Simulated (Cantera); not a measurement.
# Stirred combustor or abatement burner

A perfectly stirred reactor is fed with C₂H₆ : O₂ : N₂ : H₂O = 1 : 3.5 : 13.2 : 2.9 (molar parts), equivalence ratio 1.0, at 101000 Pa; it is adiabatic with a 650 K inlet, and is followed from long to short residence time, starting on the burning branch (τ in s: 0.27, 0.088, 0.029, 0.0093, 0.003, 0.00099, 0.00032, 0.0001, 3.4e-05).

Model: GRI-Mech 3.0 (53 species, 325 reactions), integrated in Cantera.

```csv
τ (s),T (K),x C₂H₆,x O₂,x H₂O,x HO₂,x OH,x N₂O
0.27,2226,7.09e-8,0.00579,0.269,7.72e-7,0.00394,9.99e-8
0.088,2216,2.14e-7,0.00657,0.268,9.23e-7,0.00432,1.04e-7
0.029,2193,6.33e-7,0.00794,0.266,1.25e-6,0.00501,1.07e-7
0.0093,2153,1.86e-6,0.0101,0.263,1.95e-6,0.00608,1.09e-7
0.0030,2095,5.23e-6,0.0130,0.257,3.25e-6,0.00730,1.06e-7
0.00099,2027,1.42e-5,0.0165,0.252,5.39e-6,0.00828,1.00e-7
0.00032,1948,4.12e-5,0.0208,0.246,9.05e-6,0.00861,9.34e-8
0.00010,1844,0.000164,0.0295,0.242,1.96e-5,0.00705,8.10e-8
3.4e-5,650,0.0485,0.170,0.141,<1e-12,<1e-12,<1e-12
```
x: mole fraction; the columns are a selection and need not sum to one.
